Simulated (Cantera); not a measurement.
An isothermal, constant-pressure homogeneous reactor starts with CH4 : H2 : H2O = 1 : 2 : 0.0075 (molar parts), at 1850 K and 1.58 Torr.

Detailed kinetics in Cantera: GRI-Mech 3.0 (53 species, 325 reactions). GRI-Mech 3.0 stops at C3 and has no aromatics, soot or wall deposition, so with more carbon than oxygen in the feed, carbon stays in small species such as C2H2 where larger ones or solid carbon would form. Radical loss at walls, strong at low pressure, is not modelled.

One state of this run: x CH4 = 0.00685; x H2 = 0.865; x CH2 = 3.76e-6; x H = 0.00453; x C2H = 6.83e-6; x C2H4 = 2.22e-5. x: mole fraction; the columns are a selection and need not sum to one.

Which value of t (s) does it belong to?
(A) 0.000200
(B) 1.45
(C) 0.0414
(D) 50.7

B, 1.45
